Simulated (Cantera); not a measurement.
**Thermodynamics of carbon deposition, reforming and gasification, feed C3H6 + NH3**

Feed: 1 mol C3H6, 0.77 mol NH3, equilibrated at 375 °C and 1.28 Torr.

Cantera equilibrium calculation (NASA polynomials, part measured and part estimated; ideal gas, pure solids and liquids). Candidate condensed phases: C, C6H6, C7H8, C8H18; 92 gas species. The numbers say what is thermodynamically allowed, not how fast it happens.

```yaml
x(H2): 0.877
x(N2): 0.0878
x(CH4): 0.0355
x(NH3): 7.96e-6
n(C(graphite)): 2.84 mol
gas_amount: 4.384 mol
```
